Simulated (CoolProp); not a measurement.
Vapour-liquid equilibrium of CH2F2 (R32) (1) + R236FA (2) at 0.298 MPa; x and y are mole fractions of (1).

The numbers come from the multi-fluid Helmholtz-energy mixture model, Tillner-Roth 1997 and Pan 2012; pair parameters Bell 2016 in CoolProp.

```tsv
x	bubble temperature, mixture model (°C)	bubble temperature, Raoult's law (°C)	y, mixture model	y, Raoult's law
0.05	21.7	20.7	0.207	0.252
0.125	13.6	12.1	0.439	0.493
0.2	6.5	5.2	0.599	0.643
0.275	0.5	-0.4	0.709	0.742
0.35	-4.5	-5.0	0.786	0.810
0.425	-8.8	-9.0	0.840	0.859
0.5	-12.4	-12.5	0.880	0.895
0.575	-15.5	-15.6	0.910	0.923
0.65	-18.2	-18.3	0.933	0.944
0.725	-20.6	-20.7	0.952	0.961
0.8	-22.8	-22.9	0.968	0.975
0.875	-24.8	-24.9	0.981	0.986
0.95	-26.7	-26.8	0.993	0.995
```

The largest gap from Raoult's law is +1.5 K in bubble temperature, at x = 0.125. No azeotrope shows between x = 0.05 and 0.95.

Pair parameters are fitted to limited data, so mixtures are less certain than the pure fluids.
